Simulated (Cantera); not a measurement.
A perfectly stirred reactor is fed with H2 : O2 : N2 = 1 : 0.357 : 1.34 (molar parts), at 0.681 atm; it is adiabatic with a 675 K inlet, and is followed from long to short residence time, starting on the burning branch (τ in s: 0.37, 0.16, 0.07, 0.03, 0.013, 0.0058, 0.0025, 0.0011, 0.00047, 0.00021, 9e-05).

Computed with Cantera and the H2/O2 subset of GRI-Mech 3.0, which has no nitrogen chemistry.

What does this change do: pressure from 0.681 atm to 2.17 atm?


```tsv
quantity	before	after
blow-out, bracketed by the residence times tried	burning at 90.0 µs, the shortest tried	burning at 90.0 µs, the shortest tried
x(H2) at τ = 0.370 s	0.119	0.120
x(O2) at τ = 0.370 s	0.000370	0.000163
x(O) at τ = 0.370 s	0.000363	0.000160
x(H2O) at τ = 0.370 s	0.295	0.299
x(H2O2) at τ = 0.370 s	3.43e-8	4.44e-8
x(H2) at τ = 5.80 ms	0.118	0.120
x(O2) at τ = 5.80 ms	0.00117	0.000320
x(O) at τ = 5.80 ms	0.00107	0.000260
x(H2O) at τ = 5.80 ms	0.287	0.297
x(H2O2) at τ = 5.80 ms	6.47e-8	6.84e-8
```
The hydrogen kinetics of GRI-Mech 3.0 are dated; newer H2 mechanisms differ, most at raised pressure.

What does this change do: inlet temperature 675 to 575 K?


```json
[
 {"quantity": "blow-out, bracketed by the residence times tried", "before": "burning at 90.0 µs, the shortest tried", "after": "burning at 90.0 µs, the shortest tried"},
 {"quantity": "x(H2) at τ = 0.370 s", "before": "0.119", "after": "0.120"},
 {"quantity": "x(O2) at τ = 0.370 s", "before": "0.000370", "after": "0.000226"},
 {"quantity": "x(O) at τ = 0.370 s", "before": "0.000363", "after": "0.000217"},
 {"quantity": "x(H2O) at τ = 0.370 s", "before": "0.295", "after": "0.298"},
 {"quantity": "x(H2O2) at τ = 0.370 s", "before": "3.43e-8", "after": "2.41e-8"},
 {"quantity": "x(H2) at τ = 5.80 ms", "before": "0.118", "after": "0.118"},
 {"quantity": "x(O2) at τ = 5.80 ms", "before": "0.00117", "after": "0.00104"},
 {"quantity": "x(O) at τ = 5.80 ms", "before": "0.00107", "after": "0.000914"},
 {"quantity": "x(H2O) at τ = 5.80 ms", "before": "0.287", "after": "0.289"},
 {"quantity": "x(H2O2) at τ = 5.80 ms", "before": "6.47e-8", "after": "6.22e-8"}
]
```
